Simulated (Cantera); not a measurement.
# Thermodynamics of iron carbonyl, mercury and lead vapours, feed Pb + H2

Charge: 1 mol Pb, a varied amount of H2, held at 0.0100 bar.

Cantera equilibrium calculation (NASA polynomials, part measured and part estimated; ideal gas, pure solids and liquids). Candidate condensed phases: Pb; 4 gas species. Equilibrium is a limit: real reactors are often held back by kinetics, nucleation or transport.

Stable condensed phases:

```
T in °C \ n(H2) in mol
         0.93  3.3  5.8  8.2   11   13   15   18   20
   1350     A    A    A    A    A    A    A    A    A
   1250     A    A    A    A    A    A    A    A    A
   1150     A    A    A    A    A    A    A    A    A
   1050     B    A    A    A    A    A    A    A    A
    950     B    B    B    B    A    A    A    A    A
    850     B    B    B    B    B    B    B    B    B
    750     B    B    B    B    B    B    B    B    B
    650     B    B    B    B    B    B    B    B    B
    550     B    B    B    B    B    B    B    B    B
    450     B    B    B    B    B    B    B    B    B
    350     B    B    B    B    B    B    B    B    B
    250     B    B    B    B    B    B    B    B    B
```

A: gas only; B: Pb.
